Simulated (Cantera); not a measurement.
A freely propagating, adiabatic, planar premixed flame of H2 : O2 : N2 : H2O = 1 : 0.794 : 2.98 : 1.1 (molar parts), equivalence ratio 0.63, unburnt at 600 K and 100.0 Torr; mixture-averaged transport, grid criteria slope 0.08 and curve 0.16, no radiation.

Model: the H2/O2 subset of GRI-Mech 3.0, which has no nitrogen chemistry, integrated in Cantera. Burning velocities carry a grid error of a few per cent, more on coarse grids. Lean hydrogen flames are cellular in practice and burn faster than this planar one.

**Question.** What does this change do: inlet temperature 600 to 698 K?

**Answer.** 
```json
[
 {"quantity": "laminar burning velocity", "before": "324 cm/s", "after": "505 cm/s"},
 {"quantity": "thermal thickness", "before": "5.33 mm", "after": "6.04 mm"},
 {"quantity": "peak x(OH)", "before": "0.00848", "after": "0.0100"},
 {"quantity": "peak x(O)", "before": "0.00718", "after": "0.00868"},
 {"quantity": "peak x(H)", "before": "0.0243", "after": "0.0304"}
]
```

**Question.** What does this change do: inlet temperature 600 to 375 K?

**Answer.** 
```
quantity                    before      after
------------------------  --------  ---------
laminar burning velocity  324 cm/s  90.0 cm/s
thermal thickness          5.33 mm    4.30 mm
peak x(OH)                 0.00848    0.00516
peak x(O)                  0.00718    0.00390
peak x(H)                   0.0243     0.0113
```
